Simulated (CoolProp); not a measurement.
Model: reference Helmholtz-energy equation of state, Lemmon 2022, in CoolProp.

**Question.** Give the vapour pressure (bar), vapour density (kg/m³), surface tension (mN/m) of saturated R1234yf at 293.4 K.

**Answer.** 
| T (K) | p (bar) | vapour density (kg/m³) | surface tension (mN/m) |
|---|---|---|---|
| 293.4 | 5.96 | 33.0 | 6.77 |

Surface tension comes from a separate correlation (Mulero 2012).
